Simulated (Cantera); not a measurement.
A perfectly stirred reactor is fed with CO : O2 : H2O : N2 = 0.0031 : 0.038 : 0.0028 : 1 (molar parts), equivalence ratio 0.041, at 0.760 bar; it is held at 1348 K, and followed from long to short residence time.

Cantera simulation using GRI-Mech 3.0 (53 species, 325 reactions); the numbers are that mechanism's predictions, not measurements.

**Question.** What does this change do: H2O 0.0028 to 0.01 parts?

**Answer.** 
```
quantity                 before     after
---------------------  --------  --------
x(CO) at τ = 7.60 s     1.48e-5   1.00e-5
x(O2) at τ = 7.60 s      0.0350    0.0347
x(H2O) at τ = 7.60 s    0.00268   0.00952
x(O) at τ = 7.60 s      3.44e-6   2.03e-6
x(NO) at τ = 7.60 s     8.29e-7   3.22e-7
x(CO) at τ = 70.0 ms   0.000341  0.000231
x(O2) at τ = 70.0 ms     0.0351    0.0348
x(H2O) at τ = 70.0 ms   0.00266   0.00948
x(O) at τ = 70.0 ms     6.74e-5   4.15e-5
x(NO) at τ = 70.0 ms    3.21e-7   1.56e-7
```

**Question.** What does this change do: temperature 1348 to 1425 K?

**Answer.** 
```
quantity                 before     after
---------------------  --------  --------
x(CO) at τ = 7.60 s     1.48e-5   1.08e-5
x(O2) at τ = 7.60 s      0.0350    0.0350
x(H2O) at τ = 7.60 s    0.00268   0.00268
x(O) at τ = 7.60 s      3.44e-6   4.55e-6
x(NO) at τ = 7.60 s     8.29e-7   1.21e-6
x(CO) at τ = 70.0 ms   0.000341  0.000255
x(O2) at τ = 70.0 ms     0.0351    0.0350
x(H2O) at τ = 70.0 ms   0.00266   0.00265
x(O) at τ = 70.0 ms     6.74e-5   8.53e-5
x(NO) at τ = 70.0 ms    3.21e-7   7.06e-7
```

**Question.** What does this change do: 0.0053 parts H2 added?

**Answer.** 
```tsv
quantity	before	after
x(CO) at τ = 7.60 s	1.48e-5	8.01e-6
x(O2) at τ = 7.60 s	0.0350	0.0323
x(H2O) at τ = 7.60 s	0.00268	0.00774
x(O) at τ = 7.60 s	3.44e-6	4.26e-6
x(NO) at τ = 7.60 s	8.29e-7	1.20e-6
x(CO) at τ = 70.0 ms	0.000341	0.000179
x(O2) at τ = 70.0 ms	0.0351	0.0324
x(H2O) at τ = 70.0 ms	0.00266	0.00765
x(O) at τ = 70.0 ms	6.74e-5	9.10e-5
x(NO) at τ = 70.0 ms	3.21e-7	4.80e-7
```
